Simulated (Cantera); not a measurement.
## Diamond growth

A diamond (100) surface in a fixed gas of H2 with x(CH4) = 0.024, x(H) = 0.00037, x(CH3) = 0.00012, 0.0130 bar; coverages are run to steady state.

Model: the Harris–Goodwin 1993 mechanism for the reconstructed diamond (100) surface, integrated in Cantera.

```csv
T (K),growth (µm/h),θ c6HH,θ c6H*,θ c6*H,θ c6**,θ c6HM
950,0.336,0.554,0.0119,0.282,0.00467,0.113
1025,0.184,0.564,0.0192,0.367,0.00816,0.0296
1100,0.0806,0.536,0.0263,0.417,0.0115,0.00486
1175,0.0608,0.508,0.0329,0.442,0.0140,0.000788
1250,0.0513,0.493,0.0387,0.451,0.0156,0.000137
1325,0.0233,0.493,0.0435,0.446,0.0161,2.60e-5
1400,0.00631,0.503,0.0474,0.434,0.0157,5.98e-6
```
θ: site fractions in the mechanism's names (c6HH fully hydrogenated, c6H* and c6*H radical sites, c6** diradical, c6HM methylated).
